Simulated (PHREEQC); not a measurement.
Make-up at 68 °C: 0.019 mol/kgw Cu(NO3)2 and 0.00017 mol/kgw HCl. Closed to the air; pH follows from the charge balance.

Computed with PHREEQC (ion-association model, wateq4f.dat).

**Question.** The ionic strength comes out as 0.0571 mol/kgw. What activity coefficients do Cu+2, Cu2(OH)2+2, CuCl+, NO3-, H+ get?

**Answer.** Cu+2 0.44, Cu2(OH)2+2 0.41, CuCl+ 0.79, NO3- 0.78, H+ 0.84.

Precipitation was switched off in this run. At this temperature some constants are extrapolated from 25 °C, and those without enthalpy data are left unchanged.
